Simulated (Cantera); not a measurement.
A closed system holds: 1 mol Si, 9.5 mol Br2, 4.9 mol N2, equilibrated at 625 K and 1.40 mbar.

These are equilibrium values from Cantera (NASA tables, ideal gas, pure condensed phases), not measurements of a reactor. Candidate condensed phases: Br2, Si, Si3N4; 13 gas species. Kinetics and transport are ignored.

Base state: Br2 0.560, N2 0.366, SiBr4 0.0746, Br 0.000101 (mole fractions); condensed: gas only.

Q: What changes in the equilibrium state with this change: temperature from 625 K to 1275 K?

A: 
| species | before | after |
|---|---|---|
| Br | 0.000101 | 0.599 |
| N2 | 0.366 | 0.256 |
| Br2 | 0.560 | 0.0928 |
| SiBr4 | 0.0746 | 0.0522 |
| SiBr3 | <1e-9 | 0.000113 |
| SiBr2 | <1e-9 | 1.14e-5 |
The tables' values for SiBr3 are old estimates; treat these amounts as uncertain.
